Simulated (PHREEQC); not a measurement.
Ca(OH)2 is added in steps, without added water, to 1 kg of water holding 0.0012 mol/kgw HF, 3.7e-05 mol/kgw NH4HF2 and 0.00063 mol/kgw H2SO4, at 60 °C. Oxygen is held at 0.21 atm. No CO2 enters from the air. Solids allowed: Gypsum, Fluorite, Portlandite. Others were left out.

Base run: PHREEQC, ion-association model, wateq4f.dat. Each further column changes one thing. The table gives HF (mol/kgw).

```
Ca(OH)2 added (mol)      base  0.00014 mol/kgw NaOH added  HF from 0.0012 to 0.00132 mol/kgw  temperature from 60 to 65 °C  no solid may form
-------------------  --------  --------------------------  ---------------------------------  ----------------------------  -----------------
0                    0.000996                    0.000977                            0.00109                       0.00101           0.000996
0.0001187            0.000962                    0.000939                            0.00106                      0.000980           0.000962
0.0002375            0.000920                         ___                            0.00101                      0.000939           0.000920
0.000475             0.000773                    0.000713                           0.000843                      0.000812           0.000807
0.0005937            0.000640                    0.000579                           0.000706                      0.000673           0.000731
0.0007125            0.000511                    0.000450                           0.000575                      0.000540           0.000638
0.0008312            0.000389                    0.000328                           0.000450                      0.000412           0.000528
0.001069             0.000160                     9.86e-5                           0.000216                      0.000170           0.000252
0.001187              5.30e-5                     1.15e-8                           0.000106                       5.66e-5            8.89e-5
0.001306             9.84e-10                    3.81e-10                            1.99e-6                           ___            3.98e-9
0.001425             2.50e-10                    1.75e-10                                ___                      3.71e-10                ___
0.001662             9.17e-11                    7.82e-11                           1.10e-10                      1.36e-10           4.30e-10
0.001781             6.78e-11                    5.99e-11                           7.83e-11                      1.01e-10           3.30e-10
0.0019               5.31e-11                    4.80e-11                           5.98e-11                      7.88e-11           2.68e-10
```

Problem. Some entries are withheld; supply them.

Solution. 
- 0.0002375, 0.00014 mol/kgw NaOH added: 0.000892
- 0.001306, temperature from 60 to 65 °C: 1.46e-9
- 0.001425, HF from 0.0012 to 0.00132 mol/kgw: 4.11e-10
- 0.001425, no solid may form: 1.07e-9

Away from 25 °C the constants follow the database's enthalpies or fits; those with neither stay at their 25 °C values. In at least one series the solution becomes supersaturated in solids that the run did not let form, among them Fluorite. Solids allowed in the column '0.00014 mol/kgw NaOH added': Gypsum, Fluorite, Portlandite, Mirabilite.
